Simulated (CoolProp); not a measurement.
Vapour-liquid equilibrium of methanol (1) + water (2) at 117.75 °C; x and y are mole fractions of (1).

The numbers come from the multi-fluid Helmholtz-energy mixture model, de Reuck 1993 and Wagner 2002; pair parameters Bell 2016 in CoolProp.

```tsv
x	bubble pressure, mixture model (bar)	bubble pressure, Raoult's law (bar)	y, mixture model	y, Raoult's law
0.05	2.169	2.057	[?]	0.146
0.15	2.729	2.474	0.404	0.365
0.25	3.221	2.890	[?]	0.520
0.35	3.660	3.307	0.640	0.637
0.45	4.061	3.723	0.714	0.727
0.55	4.435	4.140	0.776	0.799
0.65	[?]	4.556	[?]	0.858
0.75	5.141	4.973	0.880	0.907
0.85	5.487	5.389	[?]	0.949
0.95	5.837	5.806	[?]	0.984
```

Problem. What belongs in the gaps?

Solution. 
- 0.05, y, mixture model: 0.180
- 0.25, y, mixture model: 0.543
- 0.65, bubble pressure, mixture model (bar): 4.792
- 0.65, y, mixture model: 0.830
- 0.85, y, mixture model: 0.928
- 0.95, y, mixture model: 0.976

The largest gap from Raoult's law is +11.5 % in bubble pressure, at x = 0.25. No azeotrope shows between x = 0.05 and 0.95.

Pair parameters are fitted to limited data, so mixtures are less certain than the pure fluids.
